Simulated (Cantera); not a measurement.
An adiabatic, constant-pressure homogeneous reactor starts with CO : H2 : O2 : N2 = 1 : 0.16 : 0.763 : 8.39 (molar parts), equivalence ratio 0.76, at 1423 K and 825 Torr. Integrator tolerance rtol = 1e-08.

Computed with Cantera and GRI-Mech 3.0 (53 species, 325 reactions).

| quantity | before | after |
|---|---|---|
| time of steepest temperature rise | 73.1 µs | 73.0 µs |
| temperature at 0.700 s | 2228 K | 2102 K |
| equilibrium temperature | 2227 K | 2099 K |
| x(CO) at 0.700 s | 0.00496 (gas-phase equilibrium 0.00496) | 0.00127 (gas-phase equilibrium 0.00125) |
| x(H2) at 0.700 s | 0.000148 (gas-phase equilibrium 0.000148) | 5.33e-5 (gas-phase equilibrium 5.28e-5) |
| x(O2) at 0.700 s | 0.0187 (gas-phase equilibrium 0.0187) | 0.0306 (gas-phase equilibrium 0.0299) |
| x(H) at 0.700 s | 7.67e-5 (gas-phase equilibrium 7.67e-5) | 2.22e-5 (gas-phase equilibrium 2.16e-5) |
| x(NO) at 0.700 s | 0.00413 (gas-phase equilibrium 0.00420) | 0.00242 (gas-phase equilibrium 0.00395) |
| x(OH) at 0.700 s | 0.00118 (gas-phase equilibrium 0.00117) | 0.000801 (gas-phase equilibrium 0.000784) |

Which change was made?
A) CO 1 to 0.33 parts
B) constant volume in place of constant pressure
C) pressure from 825 Torr to 7050 Torr
D) CO 1 to 0.76 parts

D, CO 1 to 0.76 parts
